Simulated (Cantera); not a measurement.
An adiabatic, constant-volume homogeneous reactor starts with CH3OH : O2 : N2 = 1 : 2.54 : 9.56 (molar parts), equivalence ratio 0.59, at 1325 K and 1000000 Pa. Integrator tolerance rtol = 1e-08.

Model: GRI-Mech 3.0 (53 species, 325 reactions), integrated in Cantera. GRI-Mech 3.0 was tuned for natural gas; its chemistry of methanol as a main component is partial and can be far from experiment.

### Question
What does this change do: O2 2.54 to 0.88 parts?

### Answer
```csv
quantity,before,after
time of steepest temperature rise,0.249 ms,0.258 ms
temperature at 8.00 s,2712 K,2286 K
equilibrium temperature,2712 K,2286 K
x(CH3OH) at 8.00 s,<1e-12 (gas-phase equilibrium <1e-12),<1e-12 (gas-phase equilibrium <1e-12)
x(O2) at 8.00 s,0.0673 (gas-phase equilibrium 0.0673),1.31e-6 (gas-phase equilibrium 1.31e-6)
x(H) at 8.00 s,0.000545 (gas-phase equilibrium 0.000545),0.000438 (gas-phase equilibrium 0.000438)
x(NO) at 8.00 s,0.0172 (gas-phase equilibrium 0.0172),3.75e-5 (gas-phase equilibrium 3.75e-5)
x(H2O) at 8.00 s,0.138 (gas-phase equilibrium 0.138),0.115 (gas-phase equilibrium 0.115)
x(HCO) at 8.00 s,7.22e-9 (gas-phase equilibrium 7.22e-9),9.03e-8 (gas-phase equilibrium 9.03e-8)
x(CH2O) at 8.00 s,8.90e-11 (gas-phase equilibrium 8.90e-11),1.83e-8 (gas-phase equilibrium 1.83e-8)
```

### Question
What does this change do: 0.59 parts CO2 added?

### Answer
```json
[
 {"quantity": "time of steepest temperature rise", "before": "0.249 ms", "after": "0.251 ms"},
 {"quantity": "temperature at 8.00 s", "before": "2712 K", "after": "2637 K"},
 {"quantity": "equilibrium temperature", "before": "2712 K", "after": "2637 K"},
 {"quantity": "x(CH3OH) at 8.00 s", "before": "<1e-12 (gas-phase equilibrium <1e-12)", "after": "<1e-12 (gas-phase equilibrium <1e-12)"},
 {"quantity": "x(O2) at 8.00 s", "before": "0.0673 (gas-phase equilibrium 0.0673)", "after": "0.0663 (gas-phase equilibrium 0.0663)"},
 {"quantity": "x(H) at 8.00 s", "before": "0.000545 (gas-phase equilibrium 0.000545)", "after": "0.000352 (gas-phase equilibrium 0.000352)"},
 {"quantity": "x(NO) at 8.00 s", "before": "0.0172 (gas-phase equilibrium 0.0172)", "after": "0.0149 (gas-phase equilibrium 0.0149)"},
 {"quantity": "x(H2O) at 8.00 s", "before": "0.138 (gas-phase equilibrium 0.138)", "after": "0.134 (gas-phase equilibrium 0.134)"},
 {"quantity": "x(HCO) at 8.00 s", "before": "7.22e-9 (gas-phase equilibrium 7.22e-9)", "after": "5.63e-9 (gas-phase equilibrium 5.63e-9)"},
 {"quantity": "x(CH2O) at 8.00 s", "before": "8.90e-11 (gas-phase equilibrium 8.90e-11)", "after": "7.02e-11 (gas-phase equilibrium 7.02e-11)"}
]
```
